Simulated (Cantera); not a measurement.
Pyrogenic steam for wet oxidation

An isothermal, constant-pressure homogeneous reactor starts with H2 : O2 : N2 = 0.43 : 1 : 11 (molar parts), at 1000 K and 100000 Pa.

Detailed kinetics in Cantera: the H2/O2 subset of GRI-Mech 3.0, which has no nitrogen chemistry. The temperature is held fixed by assumption; the heat of reaction is taken as removed at once.

```tsv
t (s)	x H2	x O2	x H2O2	x HO2	x O	x H	x H2O
1.00e-6	0.0346	0.0805	<1e-12	2.08e-12	<1e-12	1.93e-12	<1e-12
3.98e-6	0.0346	0.0805	<1e-12	8.90e-12	<1e-12	6.96e-12	<1e-12
1.58e-5	0.0346	0.0805	<1e-12	4.37e-11	6.20e-12	2.43e-11	1.00e-11
6.31e-5	0.0346	0.0805	<1e-12	3.30e-10	5.34e-11	1.30e-10	2.58e-10
0.000251	0.0346	0.0805	2.29e-11	1.65e-8	2.33e-9	5.20e-9	2.31e-8
0.00100	0.0165	0.0718	3.62e-6	4.70e-5	0.000343	0.000671	0.0179
0.00398	0.00330	0.0658	1.76e-5	2.52e-5	4.34e-6	1.74e-6	0.0318
0.0158	0.00215	0.0652	2.61e-5	1.86e-5	1.89e-6	5.67e-7	0.0330
0.0631	0.000779	0.0646	9.39e-6	9.42e-6	7.76e-7	1.16e-7	0.0344
0.251	0.000139	0.0643	7.70e-7	2.53e-6	1.31e-7	7.83e-9	0.0351
1.00	1.80e-5	0.0643	2.46e-8	4.44e-7	7.28e-9	2.73e-10	0.0352
```
x: mole fraction; the columns are a selection and need not sum to one.

Equilibrium at this temperature and pressure: H2 1.22e-11, O2 0.0643, H2O2 2.51e-11, HO2 2.27e-10, O 4.01e-11, H <1e-12, H2O 0.0352 (gas phase only).
